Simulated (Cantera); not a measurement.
A perfectly stirred reactor is fed with N2O = 1 (molar parts), at 0.170 bar; it is held at 1525 K, and followed from long to short residence time.

Detailed kinetics in Cantera: GRI-Mech 3.0 (53 species, 325 reactions). GRI-Mech 3.0 was tuned for natural gas; its chemistry of N2O as a main component is partial and can be far from experiment. The temperature is held fixed by assumption; the heat of reaction is taken as removed at once.

Question: What does this change do: temperature 1525 to 1275 K?

Answer: 
```tsv
quantity	before	after
x(N2O) at τ = 2.50 s	0.0256	0.411
x(NO) at τ = 2.50 s	0.122	0.0517
x(NO2) at τ = 2.50 s	0.000162	8.91e-5
x(N2) at τ = 2.50 s	0.588	0.366
x(O) at τ = 2.50 s	5.13e-5	5.03e-6
x(N2O) at τ = 28.0 ms	0.650	0.984
x(NO) at τ = 28.0 ms	0.0604	0.00149
x(NO2) at τ = 28.0 ms	6.28e-5	1.26e-6
x(N2) at τ = 28.0 ms	0.203	0.0101
x(O) at τ = 28.0 ms	8.88e-5	5.41e-6
```
The mechanism lacks the step 2 NO + O2 → 2 NO2, which can matter for NO2 below about 1400 K.

Question: What does this change do: temperature 1525 to 1348 K?

Answer: 
```json
[
 {"quantity": "x(N2O) at τ = 2.50 s", "before": "0.0256", "after": "0.187"},
 {"quantity": "x(NO) at τ = 2.50 s", "before": "0.122", "after": "0.0849"},
 {"quantity": "x(NO2) at τ = 2.50 s", "before": "0.000162", "after": "0.000134"},
 {"quantity": "x(N2) at τ = 2.50 s", "before": "0.588", "after": "0.499"},
 {"quantity": "x(O) at τ = 2.50 s", "before": "5.13e-5", "after": "1.17e-5"},
 {"quantity": "x(N2O) at τ = 28.0 ms", "before": "0.650", "after": "0.950"},
 {"quantity": "x(NO) at τ = 28.0 ms", "before": "0.0604", "after": "0.00570"},
 {"quantity": "x(NO2) at τ = 28.0 ms", "before": "6.28e-5", "after": "5.92e-6"},
 {"quantity": "x(N2) at τ = 28.0 ms", "before": "0.203", "after": "0.0305"},
 {"quantity": "x(O) at τ = 28.0 ms", "before": "8.88e-5", "after": "1.38e-5"}
]
```
The mechanism lacks the step 2 NO + O2 → 2 NO2, which can matter for NO2 below about 1400 K.
